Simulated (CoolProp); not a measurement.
Vapour-liquid equilibrium of CH2F2 (R32) (1) + fluoroethane (R161) (2) at -80.65 °C; x and y are mole fractions of (1).

Model: multi-fluid Helmholtz-energy mixture model, Tillner-Roth 1997 and Wu 2012; pair parameters Bell 2016, in CoolProp.

```json
[
 {"x": "0.05", "bubble pressure (MPa)": "0.009110", "y at the bubble point": "0.134", "dew pressure at overall composition x (MPa)": "[?]", "liquid density (mol/L)": "[?]"},
 {"x": "0.15", "bubble pressure (MPa)": "0.01051", "y at the bubble point": "0.322", "dew pressure at overall composition x (MPa)": "[?]", "liquid density (mol/L)": "18.95"},
 {"x": "0.25", "bubble pressure (MPa)": "0.01169", "y at the bubble point": "0.452", "dew pressure at overall composition x (MPa)": "0.009939", "liquid density (mol/L)": "19.47"},
 {"x": "0.35", "bubble pressure (MPa)": "0.01271", "y at the bubble point": "0.553", "dew pressure at overall composition x (MPa)": "0.01075", "liquid density (mol/L)": "20.03"},
 {"x": "0.45", "bubble pressure (MPa)": "0.01362", "y at the bubble point": "0.638", "dew pressure at overall composition x (MPa)": "0.01166", "liquid density (mol/L)": "[?]"},
 {"x": "0.55", "bubble pressure (MPa)": "0.01447", "y at the bubble point": "0.712", "dew pressure at overall composition x (MPa)": "0.01267", "liquid density (mol/L)": "[?]"},
 {"x": "0.65", "bubble pressure (MPa)": "0.01527", "y at the bubble point": "0.780", "dew pressure at overall composition x (MPa)": "0.01376", "liquid density (mol/L)": "21.94"},
 {"x": "0.75", "bubble pressure (MPa)": "0.01603", "y at the bubble point": "0.845", "dew pressure at overall composition x (MPa)": "0.01491", "liquid density (mol/L)": "22.67"},
 {"x": "0.85", "bubble pressure (MPa)": "[?]", "y at the bubble point": "0.908", "dew pressure at overall composition x (MPa)": "[?]", "liquid density (mol/L)": "23.47"},
 {"x": "0.95", "bubble pressure (MPa)": "0.01747", "y at the bubble point": "0.969", "dew pressure at overall composition x (MPa)": "0.01725", "liquid density (mol/L)": "24.33"}
]
```

Question: Complete the blanks.

Answer: 
- 0.05, dew pressure at overall composition x (MPa): 0.008582
- 0.05, liquid density (mol/L): 18.46
- 0.15, dew pressure at overall composition x (MPa): 0.009218
- 0.45, liquid density (mol/L): 20.62
- 0.55, liquid density (mol/L): 21.26
- 0.85, bubble pressure (MPa): 0.01676
- 0.85, dew pressure at overall composition x (MPa): 0.01609

No azeotrope shows between x = 0.05 and 0.95.

The pair parameters rest on a limited set of measurements; away from them the model extrapolates.
